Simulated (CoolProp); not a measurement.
A closed Brayton cycle with dry air: compressor inlet 329.15 K and 4.1 MPa, high pressure 14.3 MPa, turbine inlet 675 K, compressor efficiency 0.8, turbine efficiency 0.85, recuperator effectiveness 0 (on enthalpy, no pinch check). Each further row changes one setting.

Values from CoolProp's reference Helmholtz-energy equation of state, Lemmon 2000. It is a pseudo-pure fit of the blend.

```csv
case,thermal efficiency (%),net work (kJ/kg),compressor to turbine work,compressor exit (K),turbine exit (K)
as stated,-1.2,-2.27,1.0,505.6,507.7
turbine inlet 625 K,-12.3,-16.0,1.1,505.6,468.5
compressor inlet 339.15 K,-4.8,-8.00,1.0,520.6,507.7
high pressure 12.2 MPa,2.5,5.34,0.97,479.7,526.3
recuperator effectiveness 0.5,-1.2,-2.27,1.0,505.6,507.7
```
